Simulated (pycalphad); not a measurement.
Computed with pycalphad from the COST 507 light-alloy database (1999), at 1 atm. These are 1990s assessments: newer ones move some temperatures and phases. Amounts are mole fractions of atoms.

**Question.** Give the equilibrium state of Al-2.56Si-1.83Mn (at.%) at 537 °C.

**Answer.** 
```
T = 810.00 K, P = 101325 Pa, N = 1 mol of atoms
G = -32425 J/mol, H = 12180 J/mol, S = 55.07 J/(mol K)  (SER reference)
chemical potentials (J/mol): Al -30799, Si -21893, Mn -132095
phase             fraction      x(Al)      x(Si)      x(Mn)
FCC_A1              0.8929     0.9891     0.0107   0.000188
ALMNSI_ALPHA        0.1043     0.6998     0.1263     0.1739
DIAMOND_A4          0.0029   4.07e-07     1.0000       none
```

**Question.** Give the equilibrium state of Al-2.56Si-1.83Mn (at.%) at 617 °C.

**Answer.** 
```
T = 890.00 K, P = 101325 Pa, N = 1 mol of atoms
G = -36982 J/mol, H = 16110 J/mol, S = 59.65 J/(mol K)  (SER reference)
chemical potentials (J/mol): Al -35337, Si -32989, Mn -128510
phase             fraction      x(Al)      x(Si)      x(Mn)
FCC_A1              0.7817     0.9917     0.0073     0.0010
LIQUID              0.1197     0.9304     0.0665     0.0030
ALMNSI_ALPHA        0.0985     0.7049     0.1212     0.1739
```

Database names, with the compositions (at.%) that they take in these runs: ALMNSI_ALPHA: Al 70-73 Mn 17 Si 10-13. FCC_A1 is fcc; DIAMOND_A4 is diamond (Si). An entry "none" or "no" means that the model of the phase leaves that element out.
